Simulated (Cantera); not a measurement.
**Roasting and sulfation: FeS + SO2 + H2O + SO3**

A closed system holds: 1 mol FeS, 4.1 mol SO2, 0.29 mol H2O, 0.32 mol SO3, held at 0.110 bar.

Method: chemical equilibrium by Gibbs-energy minimisation in Cantera with the NASA 1993 tables (ideal gas, pure condensed phases). Candidate condensed phases: Fe, FeO, Fe(OH)2, Fe(OH)3, FeS, FeSO4, FeS2, Fe2O3, Fe2(SO4)3, Fe3O4, H2O, H2SO4, S; 22 gas species. Metal and sulfide melt together well below either melting point, which pure phases cannot show. Mutual solubility and eutectic melting of coexisting phases are not modelled. The tables' stoichiometric FeO is somewhat more stable than real wüstite, so its field is too wide. FeO, FeS: taken at fixed stoichiometry. Gases not in the tables: S3 to S7. Kinetics and transport are ignored.

From 1123 K to 1273 K the condensed part is FeS(s) + Fe3O4(s). At 1348 K the condensed part is FeO(s) + FeS(s). From 1423 K to 1648 K the condensed part is FeO(s).

```
T (K)  log p SO2  log p S2  log p H2O  log p SO  log p S2O  n FeS(s)  n Fe3O4(s)  n FeO(s)
-----  ---------  --------  ---------  --------  ---------  --------  ----------  --------
1123       -1.01     -2.20      -2.20     -4.54      -3.41     0.544       0.152         0
1198       -1.02     -2.09      -2.20     -4.16      -3.34     0.442       0.186         0
1273       -1.03     -1.99      -2.20     -3.83      -3.29     0.330       0.223         0
1348       -1.04     -1.91      -2.22     -3.54      -3.24     0.101           0     0.899
1423       -1.05     -1.86      -2.23     -3.29      -3.21         0           0     1.000
1498       -1.05     -1.86      -2.23     -3.06      -3.22         0           0     1.000
1573       -1.05     -1.87      -2.24     -2.86      -3.24         0           0     1.000
1648       -1.06     -1.87      -2.25     -2.68      -3.25         0           0     1.000
```
log p: log10 of the partial pressure in bar; n: condensed amount in mol.
